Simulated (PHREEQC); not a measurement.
Consider water at 86 °C with 0.017 mol HF, 0.023 mol H2SiF6 and 0.051 mol H2SO4 per kg of water. It is in equilibrium with CO2 at log p = -3.5 (atm). Otherwise closed; pH follows from the charge balance.

Model: ion-association model, wateq4f.dat, run in PHREEQC.

The pH comes out as 1.14, the ionic strength is 0.113 mol/kgw and the total alkalinity comes out as -257 meq/kg.

```json
[
 {"species": "H+", "molality": "0.0913", "activity": "0.0732", "log γ": "-0.096"},
 {"species": "HSO4-", "molality": "0.0478", "activity": "0.0355", "log γ": "-0.129"},
 {"species": "HF", "molality": "0.0433", "activity": "0.0444", "log γ": "0.011"},
 {"species": "SiF6-2", "molality": "0.0184", "activity": "0.00588", "log γ": "-0.496"},
 {"species": "H4SiO4", "molality": "0.00456", "activity": "0.00468", "log γ": "0.011"},
 {"species": "SO4-2", "molality": "0.00324", "activity": "0.00102", "log γ": "-0.501"},
 {"species": "H2F2", "molality": "0.000442", "activity": "0.000454", "log γ": "0.011"},
 {"species": "F-", "molality": "0.000166", "activity": "0.000120", "log γ": "-0.139"},
 {"species": "HF2-", "molality": "3.09e-5", "activity": "2.24e-5", "log γ": "-0.139"},
 {"species": "CO2", "molality": "3.65e-6", "activity": "3.75e-6", "log γ": "0.011"}
]
```

Precipitation was switched off in this run. The solution is supersaturated, for example in Quartz (slow to form), Chalcedony (slow to form), so a real one may precipitate; this is no full list. Complexes and solids missing from the database can't appear. Constants without temperature data keep their 25 °C values here. SiF6-2 is the database's only silicon fluoride.
